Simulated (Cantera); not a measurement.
Feed: 1 mol Al, 2.9 mol Cl2, 1.5 mol H2, at 1350 K and 1.00 Torr.

Cantera equilibrium calculation (NASA polynomials, part measured and part estimated; ideal gas, pure solids and liquids). Candidate condensed phases: Al, AlCl3; 12 gas species. The tables' values for AlCl2 are old estimates; treat these amounts as uncertain. Equilibrium is a limit: real reactors are often held back by kinetics, nucleation or transport.

Base state: HCl 0.718, AlCl3 0.256, H2 0.0255, AlCl2 0.000548, Cl 0.000245, AlCl 1.72e-5, H 1.04e-5 (mole fractions); condensed: gas only.

Problem. What changes in the equilibrium state with this change: H2 from 1.5 to 0.57 mol?

Solution. 
| species | before | after |
|---|---|---|
| HCl | 0.718 | 0.345 |
| AlCl3 | 0.256 | 0.303 |
| Cl | 0.000245 | 0.202 |
| Cl2 | 2.20e-7 | 0.150 |
| H2 | 0.0255 | 8.60e-9 |
| AlCl | 1.72e-5 | <1e-9 |
| H | 1.04e-5 | 6.05e-9 |
| AlCl2 | 0.000548 | 7.85e-7 |
